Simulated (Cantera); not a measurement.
Feed: 1 mol HMDSO, 0.81 mol O₃, 0.71 mol H₂, at 13.3 mbar.

Points: T (K) = 523, 623, 723, 823, 923, 1023, 1123, 1223, 1323, 1423, 1523, 1623, 1723, 1823.

Cantera's Mixture.equilibrate('TP', solver="vcs", rtol=1e-11, max_steps=5000) on the NASA tables stopped like this:

```
ERROR: FAILURE its = 5001!

*******************************************************************************
CanteraError thrown by MultiPhase::equilibrate:
VCS solver failed. Return code: -1
*******************************************************************************
```

Task: What got this run through?

Result: Several could match; the one computed here: The failure is numerical, not chemical. The same input converged with solver="gibbs", rtol=1e-10, max_steps=50000, and the result passed a check of the equilibrium conditions:
```
log10 of partial pressures in bar; condensed amounts in mol
       T/K        H2       CH4        CO         H       SiO C2H2,acet        Si       H2O       CO2     C(gr)    SiC(b) SiO2(Lqz) SiO2(hqz)
       523    -2.508    -1.990   -21.537   -20.404   -29.462   -22.246   -44.044   -18.014   -35.089     1.499     0.285     1.715         0
       623    -2.041    -2.374   -16.593   -16.649   -23.216   -18.134   -35.660   -14.757   -27.982     3.378     0.285     1.715         0
       723    -1.903    -3.079   -13.024   -14.025   -18.711   -15.366   -29.601   -12.616   -22.853     5.144     0.285     1.715         0
       823    -1.880    -3.791   -10.331   -12.075   -15.313   -13.356   -25.018   -11.089   -18.981     5.599     0.285     1.715         0
       923    -1.876    -4.386    -8.231   -10.550   -12.662   -11.800   -21.431    -9.918   -15.962     5.685     0.285         0     1.715
      1023    -1.876    -4.876    -6.547    -9.321   -10.538   -10.554   -18.549    -8.985   -13.540     5.705    0.2851         0     1.715
      1123    -1.875    -5.283    -5.167    -8.308    -8.797    -9.533   -16.183    -8.223   -11.553     5.704    0.2875         0     1.713
      1223    -1.878    -5.632    -4.017    -7.461    -7.345    -8.684   -14.206    -7.592    -9.895     5.607    0.3203         0      1.68
      1323    -1.906    -5.979    -3.044    -6.753    -6.117    -7.989   -12.530    -7.084    -8.491     4.655     0.638         0     1.361
      1423    -2.007    -6.432    -2.459    -6.181    -5.315    -7.471   -11.091    -6.976    -7.784    0.5792     1.995         0         0
      1523    -2.007    -6.651    -2.459    -5.639    -5.126    -6.934    -9.843    -7.302    -8.184    0.5844     1.993         0         0
      1623    -2.007    -6.842    -2.460    -5.164    -4.961    -6.465    -8.750    -7.587    -8.532    0.5908     1.989         0         0
      1723    -2.007    -7.012    -2.461    -4.743    -4.817    -6.051    -7.785    -7.839    -8.838    0.5983     1.985         0         0
      1823    -2.008    -7.163    -2.462    -4.367    -4.689    -5.683    -6.928    -8.064    -9.109    0.6064      1.98         0         0
```

The gas is ideal and each condensed phase is pure. The feed counts by its element totals alone. Mutual solubility and eutectic melting of coexisting phases are not modelled. The tables hold silica as quartz up to 1696 K and as liquid above; real silica turns to tridymite and cristobalite and melts near 1996 K.
